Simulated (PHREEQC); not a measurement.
Make-up at 91 °C: 0.0017 mol NH4Cl and 0.067 mol NaHCO3 per kg of water. It is in equilibrium with CO2 at log p = -1 (atm). Otherwise closed; pH follows from the charge balance.

The numbers come from PHREEQC with the ion-association model, phreeqc.dat.

This is a speciation only: nothing precipitates in the calculation.

Order these Na species by the share of Na that they hold, largest first: NaCO3-, Na+, NaHCO3.

Na+ (91 %), NaCO3- (7.4 %), NaHCO3 (1.3 %)

The pH is 7.96 and the ionic strength 0.0625 mol/kgw. Complexes and solids missing from the database can't appear. Constants without temperature data keep their 25 °C values here.
